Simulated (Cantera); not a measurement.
## Adiabatic ignition

An adiabatic, constant-pressure homogeneous reactor starts with H₂ : O₂ : N₂ = 1 : 1 : 3.76 (molar parts), at 1525 K and 750 Torr.

Computed with Cantera and the H2/O2 subset of GRI-Mech 3.0, which has no nitrogen chemistry.

```json
[
 {"t (s)": "7.00e-6", "T (K)": "1525", "x H₂": "0.173", "x O₂": "0.173", "x HO₂": "9.94e-6", "x H": "0.000307", "x H₂O": "0.000395", "x H₂O₂": "1.08e-7"},
 {"t (s)": "2.28e-5", "T (K)": "1889", "x H₂": "0.0205", "x O₂": "0.0883", "x HO₂": "2.60e-5", "x H": "0.0418", "x H₂O": "0.126", "x H₂O₂": "8.06e-7"},
 {"t (s)": "7.40e-5", "T (K)": "2306", "x H₂": "0.0131", "x O₂": "0.0867", "x HO₂": "1.06e-5", "x H": "0.0134", "x H₂O": "0.152", "x H₂O₂": "2.66e-7"},
 {"t (s)": "0.000240", "T (K)": "2542", "x H₂": "0.00569", "x O₂": "0.0887", "x HO₂": "1.06e-5", "x H": "0.00311", "x H₂O": "0.170", "x H₂O₂": "3.49e-7"},
 {"t (s)": "0.000782", "T (K)": "2568", "x H₂": "0.00477", "x O₂": "0.0891", "x HO₂": "1.17e-5", "x H": "0.00234", "x H₂O": "0.172", "x H₂O₂": "4.18e-7"},
 {"t (s)": "0.00254", "T (K)": "2568", "x H₂": "0.00477", "x O₂": "0.0891", "x HO₂": "1.17e-5", "x H": "0.00234", "x H₂O": "0.172", "x H₂O₂": "4.18e-7"},
 {"t (s)": "0.00826", "T (K)": "2568", "x H₂": "0.00477", "x O₂": "0.0891", "x HO₂": "1.17e-5", "x H": "0.00234", "x H₂O": "0.172", "x H₂O₂": "4.18e-7"},
 {"t (s)": "0.0269", "T (K)": "2568", "x H₂": "0.00477", "x O₂": "0.0891", "x HO₂": "1.17e-5", "x H": "0.00234", "x H₂O": "0.172", "x H₂O₂": "4.18e-7"},
 {"t (s)": "0.0873", "T (K)": "2568", "x H₂": "0.00477", "x O₂": "0.0891", "x HO₂": "1.17e-5", "x H": "0.00234", "x H₂O": "0.172", "x H₂O₂": "4.18e-7"},
 {"t (s)": "0.284", "T (K)": "2568", "x H₂": "0.00477", "x O₂": "0.0891", "x HO₂": "1.17e-5", "x H": "0.00234", "x H₂O": "0.172", "x H₂O₂": "4.18e-7"},
 {"t (s)": "0.923", "T (K)": "2568", "x H₂": "0.00477", "x O₂": "0.0891", "x HO₂": "1.17e-5", "x H": "0.00234", "x H₂O": "0.172", "x H₂O₂": "4.18e-7"},
 {"t (s)": "3.00", "T (K)": "2568", "x H₂": "0.00477", "x O₂": "0.0891", "x HO₂": "1.17e-5", "x H": "0.00234", "x H₂O": "0.172", "x H₂O₂": "4.18e-7"}
]
```
x: mole fraction; the columns are a selection and need not sum to one.

```json
{
  "time_of_steepest_temperature_rise": "13.2 µs",
  "temperature at 3.00 s": "2568 K",
  "equilibrium_temperature": "2568 K",
  "x(H₂) at 3.00 s": "0.00477 (gas-phase equilibrium 0.00477)",
  "x(O₂) at 3.00 s": "0.0891 (gas-phase equilibrium 0.0891)",
  "x(HO₂) at 3.00 s": "1.17e-5 (gas-phase equilibrium 1.17e-5)"
}
```
